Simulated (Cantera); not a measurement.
A closed system holds: 1 mol Si, 1.3 mol HCl, 6.6 mol H2, at 0.100 bar.

These are equilibrium values from Cantera (NASA tables, ideal gas, pure condensed phases), not measurements of a reactor. Candidate condensed phases: Si; 19 gas species. Rates play no part.

Over these rows the condensed part is Si(s). Partial pressures as log10 of bar:

```tsv
T (K)	1000/T (1/K)	log p SiCl4	log p H2	log p HCl	log p SiCl2
1125	0.8889	-2.65	-1.03	-2.44	-3.52
1200	0.8333	-2.78	-1.04	-2.27	-3.13
1275	0.7843	-3.01	-1.05	-2.15	-2.85
1350	0.7407	?	-1.05	-2.08	-2.66
1425	0.7018	-3.77	-1.06	-2.05	-2.56
1500	0.6667	-4.23	-1.06	-2.04	-2.51
```

Task: Fit log p(SiCl4) = a + b·(1000/T) to the five rows, give the apparent enthalpy, and predict the row at 1350 K.

Result: Means: 1000/T = 0.7750, log p = -3.288. Sxy = 0.242171, Sxx = 0.0335457, so b = 7.22 and a = -3.288 − (7.22)×0.7750 = -8.88.
Apparent enthalpy: −19.145 × (7.22) = -138 kJ/mol. With the condensed phases at unit activity, 2 SiCl2(g) = SiCl4(g) + Si(s) links this pressure to the main gases: over the six rows their terms move log p by +2.02 in all, so the slope isn't that reaction's ΔH° alone. The five rows lie within 0.21 of the line; that is curvature, so one enthalpy describes this range poorly.
Prediction at 1350 K: -8.88 + (7.22)×0.7407 = -3.53. The computed value is -3.35, 0.18 from the line.
